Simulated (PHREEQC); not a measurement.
Buffer (model solution)

A solution holds 1.6 mmol/kgw H3PO4 and 51 mmol/kgw Na2HPO4, at 25 °C. Closed to the air; pH follows from the charge balance.

The numbers come from PHREEQC with the ion-association model, wateq4f.dat.

Each row changes one thing in this solution. Precipitation was switched off in this run.

```csv
case,pH,ionic strength (mol/kgw),HPO4-2 (mol/kgw),H2PO4- (mol/kgw),NaHPO4- (mol/kgw),PO4-3 (mol/kgw)
as made,8.01,0.145,0.0464,0.00321,0.00296,8.39e-6
Na2HPO4 from 0.051 to 0.0561 mol/kgw,8.04,0.160,0.0510,0.00321,0.00346,1.03e-5
temperature from 25 to 50 °C,7.93,0.146,0.0465,0.00322,0.00283,1.20e-5
diluted 100-fold with water,8.31,0.00151,0.000491,3.42e-5,8.21e-7,5.58e-8
H3PO4 left out,9.26,0.147,0.0476,0.000181,0.00303,0.000157
H3PO4 from 0.0016 to 0.016 mol/kgw,6.87,0.133,0.0328,0.0320,0.00218,4.14e-7
diluted 10-fold with water,8.23,0.0150,0.00488,0.000323,5.95e-5,6.79e-7
```

Species that the database lacks are ignored. H3PO4, which wateq4f.dat lacks, is added to it with the constant of phreeqc.dat. Away from 25 °C the constants follow the database's enthalpies or fits; those with neither stay at their 25 °C values.
